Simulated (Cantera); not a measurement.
Charge: 1 mol SiHCl3, 0.051 mol HCl, 570 mol H2, held at 130000 Pa.

Equilibrium computed with Cantera from the NASA thermochemical tables; the gas is ideal and each condensed phase is pure. Candidate condensed phases: Si; 19 gas species. Kinetics and transport are ignored. All values below are at 950 K.

Base state: H2 0.997, HCl 0.00164, SiHCl3 0.000733, SiCl4 0.000262, SiH2Cl2 0.000208, SiH3Cl 1.47e-5 (mole fractions); condensed: Si(s).

Task: What changes in the equilibrium state with this change: SiHCl3 replaced by Si2H6?

Result: 
| species | before | after |
|---|---|---|
| H2 | 0.997 | 1.000 |
| HCl | 0.00164 | 8.67e-5 |
| SiH3Cl | 1.47e-5 | 7.80e-7 |
| SiHCl3 | 0.000733 | 1.08e-7 |
| SiCl4 | 0.000262 | 2.05e-9 |
| SiH2Cl2 | 0.000208 | 5.82e-7 |
| Si(s), mol | 0.299 | 2.00 |
The feed counts by its element totals alone.
